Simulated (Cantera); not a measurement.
Feed: 1 mol Si3N4, 2.9 mol HCl, 22 mol H2, 0.2 mol O2, held at 825 °C and 2.20 mbar.

Equilibrium computed with Cantera from the NASA thermochemical tables; the gas is ideal and each condensed phase is pure. Candidate condensed phases: H2O, NH4Cl, Si, SiO2, Si2N2O, Si3N4; 47 gas species. Mutual solubility and eutectic melting of coexisting phases are not modelled. The tables' values for SiCl3 are old estimates; treat these amounts as uncertain. Equilibrium is a limit: real reactors are often held back by kinetics, nucleation or transport.

Base state: H2 0.879, HCl 0.115, N2 0.00553, SiCl4 0.000197, SiCl2 5.34e-5, SiCl3 2.74e-5, SiHCl3 2.20e-5 (mole fractions); condensed: Si2N2O(s) + Si3N4(s).

What changes in the equilibrium state with this change: Si3N4 replaced by BN?


```
species           before     after
--------------  --------  --------
H2                 0.879     0.879
HCl                0.115     0.116
N2               0.00553   0.00526
SiCl4           0.000197         0
HBO2                   0   4.89e-5
H2O                <1e-9  0.000185
SiCl2            5.34e-5         0
Si2N2O(s), mol     0.400         0
Si3N4(s), mol      0.731         0
BN(s), mol             0     0.737
B2O3(l), mol           0     0.131
```
Further candidate phases: B, BN, B2O3, B3O3H3.
